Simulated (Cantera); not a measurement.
Feed: 1 mol SiH2Cl2, 0.0048 mol Cl2, 10 mol H2, held at 50.3 Torr.

Method: chemical equilibrium by Gibbs-energy minimisation in Cantera with the NASA 1993 tables (ideal gas, pure condensed phases). Candidate condensed phases: Si; 19 gas species. The tables' values for SiCl3 are old estimates; treat these amounts as uncertain. Kinetics and transport are ignored.

x: gas mole fraction; n: condensed amount in mol.

```csv
T (K),x H2,x HCl,x SiCl2,x SiCl4,x SiCl3,x SiHCl3,n Si(s)
1298,0.886,0.0794,0.0189,0.00687,0.00466,0.00346,0.595
1323,0.883,0.0833,0.0215,0.00515,0.00450,0.00277,0.594
1348,0.879,0.0864,[?],[?],0.00423,[?],0.593
1373,0.877,0.0889,0.0259,0.00269,0.00388,0.00168,0.591
1398,0.875,0.0907,0.0277,0.00190,0.00351,0.00128,0.588
1423,0.873,0.0919,0.0292,[?],0.00312,[?],0.585
1448,0.872,0.0928,0.0304,0.000918,0.00275,0.000738,0.582
1473,0.872,0.0933,0.0314,0.000636,0.00242,0.000558,0.579
```

Q: Complete the blanks.

A: 
- 1348, x SiCl2: 0.0238
- 1348, x SiCl4: 0.00377
- 1348, x SiHCl3: 0.00217
- 1423, x SiCl4: 0.00132
- 1423, x SiHCl3: 0.000975
